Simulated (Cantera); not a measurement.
A closed system holds: 1 mol B₂H₆, 6.7 mol O₂, 1.9 mol H₂, at 1623.15 K and 13.3 mbar.

Method: chemical equilibrium by Gibbs-energy minimisation in Cantera with the NASA 1993 tables (ideal gas, pure condensed phases). Candidate condensed phases: B, B₂O₃, B₃O₃H₃, H₂O; 23 gas species. The feed counts by its element totals alone. Gases not in the tables: H₃BO₃. Equilibrium is a limit: real reactors are often held back by kinetics, nucleation or transport.

Base state: H₂O 0.456, O₂ 0.317, HBO₂ 0.219, B₂O₃ 0.00534, OH 0.00147, BO₂ 0.000866, O 9.29e-5, H₂ 6.08e-5 (mole fractions); condensed: gas only.

### Question
What changes in the equilibrium state with this change: temperature from 1623.15 K to 975 K?

### Answer
| species | before | after |
|---|---|---|
| H₂O | 0.456 | 0.638 |
| O₂ | 0.317 | 0.360 |
| (HBO₂)₃ | 2.25e-5 | 0.00187 |
| HBO₂ | 0.219 | 0.000106 |
| B₂O₃ | 0.00534 | <1e-9 |
| BO₂ | 0.000866 | <1e-9 |
| B₂O₃(l), mol | 0 | 0.978 |
